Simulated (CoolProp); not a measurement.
Vapour-liquid equilibrium of CH2F2 (R32) (1) + R142b (2) at 253.6 K; x and y are mole fractions of (1).

Model: multi-fluid Helmholtz-energy mixture model, Tillner-Roth 1997 and Lemmon 2006; pair parameters Bell 2016, in CoolProp.

```csv
x,bubble pressure (MPa),y at the bubble point,dew pressure at overall composition x (MPa),liquid density (mol/L)
0.05,0.08710,0.282,(withheld),12.38
0.125,0.1208,0.515,0.07327,12.82
0.2,(withheld),0.647,0.07927,(withheld)
0.275,0.1860,0.729,0.08634,13.80
0.35,0.2159,0.786,0.09478,(withheld)
0.425,0.2436,0.827,0.1050,14.91
0.5,0.2690,0.858,0.1177,15.53
0.575,0.2924,0.883,(withheld),(withheld)
0.65,0.3142,0.905,0.1551,(withheld)
0.725,0.3350,0.925,0.1839,17.74
0.8,0.3554,0.944,(withheld),18.62
0.875,0.3761,0.963,0.2844,19.61
0.95,0.3976,0.984,0.3623,20.70
```

Question: Complete the blanks.

Answer: 
- 0.05, dew pressure at overall composition x (MPa): 0.06811
- 0.2, bubble pressure (MPa): 0.1541
- 0.2, liquid density (mol/L): 13.29
- 0.35, liquid density (mol/L): 14.33
- 0.575, dew pressure at overall composition x (MPa): 0.1339
- 0.575, liquid density (mol/L): 16.20
- 0.65, liquid density (mol/L): 16.93
- 0.8, dew pressure at overall composition x (MPa): 0.2249

No azeotrope shows between x = 0.05 and 0.95.

Pair parameters are fitted to limited data, so mixtures are less certain than the pure fluids.
